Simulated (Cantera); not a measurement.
Equilibrium for carbon deposition, reforming and gasification: C2H6 + NH3 + N2

Input: 1 mol C2H6, 0.047 mol NH3, 2.8 mol N2, equilibrated at 5.30 mbar.

These are equilibrium values from Cantera (NASA tables, ideal gas, pure condensed phases), not measurements of a reactor. Candidate condensed phases: C, C6H6, C7H8, C8H18; 110 gas species. Ions and electrons are included (thermal ionisation). The numbers say what is thermodynamically allowed, not how fast it happens.

From 2500 K to 2750 K the condensed part is C(graphite). From 3000 K to 5000 K nothing is condensed. The main C-bearing gas is HCN at 2500 K and C at 5000 K.

```csv
T (K),x H,x N2,x H2,x N,x C,x C3,x CN,x HCN,x C2,n C(graphite)
2500,0.203,0.415,0.347,2.58e-6,3.14e-5,9.38e-5,0.000911,0.0269,8.64e-6,1.74
2750,0.404,0.357,0.185,1.97e-5,0.000712,0.00318,0.00558,0.0321,0.000308,1.50
3000,0.530,0.291,0.0598,0.000103,0.00874,0.0449,0.0221,0.0241,0.00499,0
3250,0.588,0.271,0.0178,0.000441,0.0319,0.0353,0.0326,0.00769,0.0101,0
3500,0.587,0.256,0.00525,0.00154,0.0800,0.0160,0.0377,0.00218,0.0126,0
3750,0.573,0.247,0.00173,0.00459,0.130,0.00315,0.0316,0.000526,0.00812,0
4000,0.564,0.243,0.000664,0.0120,0.155,0.000363,0.0214,0.000120,0.00339,0
4250,0.556,0.235,0.000285,0.0279,0.165,4.09e-5,0.0137,2.96e-5,0.00130,0
4500,0.546,0.218,0.000132,0.0577,0.168,5.25e-6,0.00869,7.95e-6,0.000516,0
4750,0.532,0.189,6.52e-5,0.107,0.167,7.79e-7,0.00544,2.28e-6,0.000215,0
5000,0.512,0.147,3.36e-5,0.174,0.163,1.32e-7,0.00330,6.75e-7,9.38e-5,0
```
x: gas mole fraction; n: condensed amount in mol.
